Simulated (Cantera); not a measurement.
Feed: 1 mol Al2O3, 0.13 mol H2, held at 1873.15 K and 0.105 Torr.

These are equilibrium values from Cantera (NASA tables, ideal gas, pure condensed phases), not measurements of a reactor. Candidate condensed phases: Al, Al2O3, H2O; 19 gas species. The tables' values for AlOH are old estimates; treat these amounts as uncertain. The numbers say what is thermodynamically allowed, not how fast it happens.

Base state: H2 0.946, H 0.0531, H2O 0.000812, Al 0.000490, Al2O 3.28e-5, AlOH 2.15e-5 (mole fractions); condensed: Al2O3(s).

Problem. What changes in the equilibrium state with this change: temperature from 1873.15 K to 2598 K?

Solution. 
| species | before | after |
|---|---|---|
| H | 0.0531 | 0.480 |
| O | 1.51e-7 | 0.231 |
| Al | 0.000490 | 0.131 |
| H2 | 0.946 | 0.0223 |
| O2 | <1e-9 | 0.0140 |
| AlO | 1.99e-6 | 0.0781 |
| OH | 3.54e-6 | 0.0165 |
| Al2O | 3.28e-5 | 0.0210 |
| Al2O2 | 5.21e-9 | 0.000658 |
| AlO2 | <1e-9 | 7.11e-5 |
| Al2O3(s), mol | 1.000 | 0 |
| Al2O3(l), mol | 0 | 0.940 |
